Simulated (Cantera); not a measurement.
What does this Cantera script print?

```python
import numpy as np
import cantera as ct

gas = ct.Solution("h2o2.yaml")
gas.TPX = 1198, 1333, {'H2': 0.011, 'O2': 1}
reactor = ct.IdealGasConstPressureReactor(gas, energy="off", clone=False)
net = ct.ReactorNet([reactor])
net.rtol, net.atol = 1e-08, 1e-18
show = ['H2', 'O2', 'HO2', 'O', 'H', 'OH', 'H2O2']
times = np.geomspace(4e-05, 10, 14)

steps = ct.SolutionArray(gas, extra=["t"])
rows = []
print(f"{'t/s':>10s}{'T/K':>9s}{'P/Pa':>11s}" + "".join(f"{s:>11s}" for s in show))
for t in times:
    while net.time < t:
        t_next = net.step()
        steps.append(gas.state, t=t_next)
    rows.append([np.interp(t, steps.t, y) for y in (steps.T, steps.P, *steps(*show).X.T)])
    print(f"{t:10.3e}{rows[-1][0]:9.1f}{rows[-1][1]:11.4g}" + "".join(f"{x:11.3e}" for x in rows[-1][2:]))
rate = np.gradient(steps.T, steps.t)
print("integrator steps:", len(steps.t))
if steps.T.max() > steps.T[0] + 200:
    print(f"time of steepest temperature rise: {steps.t[rate.argmax()]:.4e} s")
gas.TPX = 1198, 1333, {'H2': 0.011, 'O2': 1}
gas.equilibrate("TP")
print(f"equilibrium (TP): T = {gas.T:.1f} K  " + "  ".join(f"{s} {gas[s].X[0]:.3e}" for s in show))
```

Result:

```
       t/s      T/K       P/Pa         H2         O2        HO2          O          H         OH       H2O2
 4.000e-05   1198.0       1333  1.088e-02  9.891e-01  3.809e-10  1.340e-10  2.526e-10  1.309e-10  6.592e-15
 1.041e-04   1198.0       1333  1.088e-02  9.891e-01  9.917e-10  6.427e-10  4.270e-10  6.042e-10  4.456e-14
 2.707e-04   1198.0       1333  1.088e-02  9.891e-01  2.582e-09  2.695e-09  7.375e-10  2.317e-09  3.007e-13
 7.043e-04   1198.0       1333  1.088e-02  9.891e-01  6.738e-09  1.369e-08  2.134e-09  1.032e-08  2.021e-12
 1.832e-03   1198.0       1333  1.088e-02  9.891e-01  1.801e-08  1.859e-07  2.319e-08  1.298e-07  1.351e-11
 4.766e-03   1198.0       1333  1.077e-02  9.890e-01  2.663e-07  7.467e-05  9.206e-06  5.136e-05  2.608e-10
 1.240e-02   1198.0       1333  9.870e-05  9.795e-01  1.097e-06  8.886e-03  5.734e-04  9.814e-04  2.711e-08
 3.226e-02   1198.0       1333  4.466e-05  9.804e-01  9.339e-07  8.054e-03  4.198e-04  7.979e-04  1.989e-08
 8.392e-02   1198.0       1333  3.383e-05  9.826e-01  8.235e-07  6.038e-03  2.736e-04  6.951e-04  1.944e-08
 2.183e-01   1198.0       1333  1.864e-05  9.855e-01  6.182e-07  3.284e-03  1.103e-04  5.170e-04  1.791e-08
 5.680e-01   1198.0       1333  6.540e-06  9.878e-01  3.543e-07  1.142e-03  2.275e-05  3.072e-04  1.405e-08
 1.478e+00   1198.0       1333  1.550e-06  9.887e-01  1.471e-07  2.705e-04  2.632e-06  1.502e-04  8.161e-09
 3.844e+00   1198.0       1333  3.095e-07  9.890e-01  4.667e-08  5.419e-05  2.367e-07  6.744e-05  3.292e-09
 1.000e+01   1198.0       1333  6.407e-08  9.890e-01  1.335e-08  1.127e-05  2.247e-08  3.080e-05  1.035e-09
integrator steps: 1512
equilibrium (TP): T = 1198.0 K  H2 1.169e-09  O2 9.891e-01  HO2 4.712e-09  O 2.083e-07  H 5.666e-11  OH 4.190e-06  H2O2 2.955e-11
```

Computed with Cantera and the H2/O2 subset of GRI-Mech 3.0, which has no nitrogen chemistry. Radical loss at walls, strong at low pressure, is not modelled.
